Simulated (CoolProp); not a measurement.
Vapour-liquid equilibrium of R143a (1) + R152A (2) at -16.65 °C; x and y are mole fractions of (1).

Computed with CoolProp (multi-fluid Helmholtz-energy mixture model, Lemmon and Jacobsen 2000 and Outcalt 1996; pair parameters Bell 2016).

| x | bubble pressure (bar) | y at the bubble point | dew pressure at overall composition x (bar) | liquid density (mol/L) |
|---|---|---|---|---|
| 0.05 | 1.536 | 0.135 | 1.441 | 14.95 |
| 0.125 | 1.742 | 0.289 | 1.524 | 14.77 |
| 0.2 | 1.932 | 0.406 | 1.617 | 14.59 |
| 0.275 | 2.111 | 0.499 | 1.721 | 14.41 |
| 0.35 | 2.279 | 0.576 | 1.837 | 14.24 |
| 0.425 | 2.440 | 0.642 | 1.967 | 14.06 |
| 0.5 | 2.595 | 0.701 | 2.113 | 13.89 |
| 0.575 | 2.745 | 0.754 | 2.277 | 13.73 |
| 0.65 | 2.892 | 0.802 | 2.459 | 13.56 |
| 0.725 | 3.036 | 0.848 | 2.662 | 13.40 |
| 0.8 | 3.179 | 0.891 | 2.884 | 13.24 |
| 0.875 | 3.322 | 0.933 | 3.125 | 13.08 |
| 0.95 | 3.464 | 0.973 | 3.382 | 12.93 |

No azeotrope shows between x = 0.05 and 0.95.

The pair parameters rest on a limited set of measurements; away from them the model extrapolates.
